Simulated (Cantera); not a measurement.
An isothermal, constant-pressure homogeneous reactor starts with 17.4 % H2, 18.3 % O2, 64.2 % N2, at 1298 K and 13300 Pa.

Model: the H2/O2 subset of GRI-Mech 3.0, which has no nitrogen chemistry, integrated in Cantera. The temperature is held fixed by assumption; the heat of reaction is taken as removed at once.

x: mole fraction; the columns are a selection and need not sum to one.

```csv
t (s),x H2,x O2,x H2O,x O,x H,x H2O2,x OH
6.00e-5,0.174,0.183,1.94e-6,4.00e-7,1.62e-6,9.31e-10,2.61e-7
0.000392,0.0158,0.107,0.131,0.0239,0.0568,9.78e-7,0.00684
0.00256,0.00206,0.105,0.186,0.00214,0.00178,1.01e-6,0.00234
0.0168,3.59e-5,0.105,0.191,3.71e-5,4.03e-6,___,0.000309
0.110,2.03e-6,0.106,0.191,2.27e-6,6.03e-8,___,7.65e-5
0.716,2.62e-7,0.106,0.191,3.00e-7,2.91e-9,___,2.78e-5
4.68,1.36e-7,0.106,0.191,1.53e-7,1.09e-9,1.22e-9,1.98e-5
30.6,1.36e-7,0.106,0.191,1.53e-7,1.09e-9,1.22e-9,1.98e-5
200,1.36e-7,0.106,0.191,1.53e-7,1.09e-9,1.22e-9,1.98e-5
```

### Question
Complete the blanks.

### Answer

- 0.0168, x H2O2: 1.17e-7
- 0.110, x H2O2: 1.34e-8
- 0.716, x H2O2: 2.21e-9
